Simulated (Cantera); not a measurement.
Feed: 1 mol SiC, 0.017 mol N₂O, 4.2 mol N₂, equilibrated at 0.130 Pa.

Cantera equilibrium calculation (NASA polynomials, part measured and part estimated; ideal gas, pure solids and liquids). Candidate condensed phases: C, Si, SiC, SiO₂, Si₂N₂O, Si₃N₄; 34 gas species. Kinetics and transport are ignored. All values below are at 1298 K.

Base state: N₂ 0.996, CO 0.00201, SiO 0.00201 (mole fractions); condensed: SiC(s).

**Question.** What changes in the equilibrium state with this change: SiC replaced by Si?

**Answer.** 
```csv
species,before,after
N₂,0.996,0.998
SiO,0.00201,0.00160
Si,3.37e-6,1.59e-5
CO,0.00201,0
"SiC(s), mol",0.991,0
"Si₂N₂O(s), mol",0,0.0113
"Si₃N₄(s), mol",0,0.324
```
Mutual solubility and eutectic melting of coexisting phases are not modelled.
